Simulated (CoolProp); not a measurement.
Carbon monoxide at 348.88 K and 1.59 MPa is throttled through a valve to 0.384 MPa with no heat exchange. Each further row changes one setting.

The numbers come from the reference Helmholtz-energy equation of state, Lemmon 2006 in CoolProp. It is a short technical equation, of lower accuracy than the large ones.

```csv
case,temperature change (K),final density (kg/m³)
as stated,-2.1,3.73
outlet pressure 0.115 MPa,___,___
outlet pressure 0.499 MPa,___,4.84
```

Task: Fill in the missing entries.

Result: 
- outlet pressure 0.115 MPa, temperature change (K): -2.6
- outlet pressure 0.115 MPa, final density (kg/m³): 1.12
- outlet pressure 0.499 MPa, temperature change (K): -1.9
